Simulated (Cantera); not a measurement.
A perfectly stirred reactor is fed with N₂O : O₂ = 1.7 : 0.36 (molar parts), at 620 Pa; it is held at 1300 K, and followed from long to short residence time.

Detailed kinetics in Cantera: GRI-Mech 3.0 (53 species, 325 reactions). GRI-Mech 3.0 was tuned for natural gas; its chemistry of N2O as a main component is partial and can be far from experiment. Radical loss at walls, strong at low pressure, is not modelled. The mechanism lacks the step 2 NO + O2 → 2 NO2, which can matter for NO2 below about 1400 K. The temperature is held fixed by assumption; the heat of reaction is taken as removed at once.

x: mole fraction; the columns are a selection and need not sum to one.

```
τ (s)   x N₂O   x O₂        x NO       x NO₂      x O        x N₂
------  -----  -----  ----------  ----------  -------  ----------
5.1     0.713  0.202      0.0119     1.80e-6  7.64e-6      0.0739
1.9     0.779  0.186  (withheld)  (withheld)  7.64e-6  (withheld)
0.72    0.807  0.179     0.00189     1.69e-7  7.64e-6      0.0118
0.27    0.818  0.176    0.000719     3.73e-8  7.62e-6     0.00449
0.10    0.823  0.175    0.000266     6.46e-9  7.58e-6     0.00167
0.038   0.824  0.175     1.00e-4     1.02e-9  7.48e-6    0.000631
0.014   0.825  0.175  (withheld)    1.37e-10  7.21e-6  (withheld)
0.0054  0.825  0.175     1.26e-5    1.84e-11  6.61e-6     8.50e-5
0.0020  0.825  0.175     3.79e-6    1.94e-12  5.38e-6     2.90e-5
```

Task: Some entries are withheld; supply them.

Result: 
- 1.9, x NO: 0.00483
- 1.9, x NO₂: 5.99e-7
- 1.9, x N₂: 0.0301
- 0.014, x NO: 3.55e-5
- 0.014, x N₂: 0.000229
